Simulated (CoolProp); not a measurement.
Vapour-liquid equilibrium of acetone (1) + p-xylene (2) at 0.825 MPa; x and y are mole fractions of (1).

The numbers come from the multi-fluid Helmholtz-energy mixture model, Lemmon 2006 and Zhou 2012; pair parameters Bell 2016 in CoolProp.

| x | bubble temperature (°C) | y at the bubble point | dew temperature at overall composition x (°C) | liquid density (mol/L) |
|---|---|---|---|---|
| 0.05 | 223.9 | 0.221 | 235.5 | 6.279 |
| 0.15 | 200.8 | 0.506 | 228.9 | 6.766 |
| 0.25 | ___ | 0.663 | 221.8 | 7.205 |
| 0.35 | 173.2 | ___ | ___ | 7.628 |
| 0.45 | 164.4 | ___ | 205.9 | 8.056 |
| 0.55 | 157.3 | 0.865 | 196.7 | 8.504 |
| 0.65 | 151.2 | 0.902 | 186.2 | ___ |
| 0.75 | 145.9 | 0.933 | ___ | 9.510 |
| 0.85 | ___ | 0.961 | 159.6 | 10.09 |
| 0.95 | 136.3 | 0.987 | ___ | 10.75 |

Problem. Fill in the missing entries.

Solution. 
- 0.25, bubble temperature (°C): 184.8
- 0.35, y at the bubble point: 0.756
- 0.35, dew temperature at overall composition x (°C): 214.2
- 0.45, y at the bubble point: 0.819
- 0.65, liquid density (mol/L): 8.985
- 0.75, dew temperature at overall composition x (°C): 174.0
- 0.85, bubble temperature (°C): 140.9
- 0.95, dew temperature at overall composition x (°C): 142.9

No azeotrope shows between x = 0.05 and 0.95.

The pair parameters rest on a limited set of measurements; away from them the model extrapolates.
